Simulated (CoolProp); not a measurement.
Vapour-liquid equilibrium of n-pentane (1) + benzene (2) at 804 kPa; x and y are mole fractions of (1).

Computed with CoolProp (multi-fluid Helmholtz-energy mixture model, Thol 2019 and Thol 2012; pair parameters Bell 2016).

Problem. Give the bubble temperature and the first vapour's composition at x = 0.25, 0.35, 0.75. Is there an azeotrope?

Solution. x = 0.25: 416.6 K, y = 0.477; x = 0.35: 410.7 K, y = 0.582; x = 0.75: 394.6 K, y = 0.860. No azeotrope shows between x = 0.05 and 0.95.

Pair parameters are fitted to limited data, so mixtures are less certain than the pure fluids.
